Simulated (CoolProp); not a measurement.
Vapour-liquid equilibrium of R22 (1) + R142b (2) at 1220 kPa; x and y are mole fractions of (1).

Model: multi-fluid Helmholtz-energy mixture model, Kamei 1995 and Lemmon 2006; pair parameters Bell 2016, in CoolProp.

| x | bubble temperature, mixture model (°C) | bubble temperature, Raoult's law (°C) | y, mixture model | y, Raoult's law |
|---|---|---|---|---|
| 0.05 | 71.3 | 70.7 | 0.096 | 0.125 |
| 0.15 | 65.7 | 64.2 | 0.265 | 0.326 |
| 0.25 | 60.6 | 58.5 | 0.408 | 0.481 |
| 0.35 | 55.9 | 53.5 | 0.531 | 0.603 |
| 0.45 | 51.5 | 49.0 | 0.637 | 0.700 |
| 0.55 | 47.3 | 45.0 | 0.729 | 0.779 |
| 0.65 | 43.3 | 41.4 | 0.808 | 0.844 |
| 0.75 | 39.5 | 38.0 | 0.876 | 0.899 |
| 0.85 | 35.9 | 35.0 | 0.933 | 0.944 |
| 0.95 | 32.5 | 32.2 | 0.980 | 0.983 |

The largest gap from Raoult's law is +2.5 K in bubble temperature, at x = 0.45. No azeotrope shows between x = 0.05 and 0.95.

The pair parameters rest on a limited set of measurements; away from them the model extrapolates.
